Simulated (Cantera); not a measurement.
What does this Cantera script print?

```python
import numpy as np
import cantera as ct

gas_names = """
    N NO NO2 NO3 N2 N2O O O2 O3 Si SiN SiO SiO2 Si2 Si2N Si3
""".split()
cond_names = """
    Si(cr) Si(L) SiO2(Lqz) SiO2(hqz) SiO2(L) Si2N2O(s) Si3N4(a)
""".split()


# ... load() reads the species with a 1 bar reference pressure and builds the phases ...
atoms = {
    'Si3N4': {'Si': 3, 'N': 4},
    'O2': {'O': 2},
    'N2': {'N': 2},
    'N2O': {'N': 2, 'O': 1},
}
top_T = {'Si2N2O(s)': 2100, 'Si3N4(a)': 2400}  # K; cautious upper limits of use, not melting points


# ... equilibrate(T, P, feed) seeds the gas with the atoms and calls Mixture.equilibrate('TP', solver="vcs", rtol=1e-11, max_steps=5000) ...
results = []
feed = {'Si3N4': 1, 'O2': 0.0078, 'N2': 1.1, 'N2O': 3.8}  # mol
T = 1198  # K
P = 540  # Pa
mix = equilibrate(T, P, feed)
results.append((T, P, feed, dict(zip(mix.species_names, mix.species_moles))))
x = sorted(zip(gas.X, gas.species_names), reverse=True)
print(f"T = {T:g} K  P = {P:g} Pa  gas = {mix.phase_moles(0):.4g} mol")
print("   x: " + "  ".join(f"{s} {v:.3e}" for v, s in x if v > 0.0001))
print("   condensed (mol): " + ("  ".join(f"{mix.phase(i).name} {mix.phase_moles(i):.4g}"
      for i in range(1, mix.n_phases) if mix.phase_moles(i) > 1e-12) or "none"))
```

It prints:

```
T = 1198 K  P = 540 Pa  gas = 6.172 mol
   x: N2 1.000e+00
   condensed (mol): SiO2(hqz) 1.544  Si2N2O(s) 0.7281
```

Cantera equilibrium calculation (NASA polynomials, part measured and part estimated; ideal gas, pure solids and liquids). Mutual solubility and eutectic melting of coexisting phases are not modelled. The tables hold silica as quartz up to 1696 K and as liquid above; real silica turns to tridymite and cristobalite and melts near 1996 K.
